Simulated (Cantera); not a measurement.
Charge: 1 mol Si, 1.6 mol HBr, 8.4 mol H2, held at 1223.15 K and 3.70 Pa.

Cantera equilibrium calculation (NASA polynomials, part measured and part estimated; ideal gas, pure solids and liquids). Candidate condensed phases: Br2, Si; 19 gas species. The tables' values for SiBr3 are old estimates; treat these amounts as uncertain. Equilibrium is a limit: real reactors are often held back by kinetics, nucleation or transport.

Base state: H2 0.864, HBr 0.110, SiBr2 0.0239, Br 0.00212, SiBr3 6.21e-5, H 4.61e-5 (mole fractions); condensed: Si(s).

Question: What changes in the equilibrium state with this change: H2 from 8.4 to 2.7 mol?

Answer: 
| species | before | after |
|---|---|---|
| H2 | 0.864 | 0.717 |
| HBr | 0.110 | 0.191 |
| SiBr2 | 0.0239 | 0.0872 |
| SiBr4 | 9.76e-6 | 0.000130 |
| SiBr3 | 6.21e-5 | 0.000434 |
| Br | 0.00212 | 0.00405 |
| H | 4.61e-5 | 4.20e-5 |
| Si(s), mol | 0.760 | 0.622 |

Question: What changes in the equilibrium state with this change: temperature from 1223.15 K to 775 K?

Answer: 
| species | before | after |
|---|---|---|
| H2 | 0.864 | 0.941 |
| SiBr4 | 9.76e-6 | 0.0352 |
| HBr | 0.110 | 0.0227 |
| SiBr2 | 0.0239 | 0.000277 |
| H | 4.61e-5 | <1e-9 |
| Br | 0.00212 | 7.46e-8 |
| Si(s), mol | 0.760 | 0.652 |
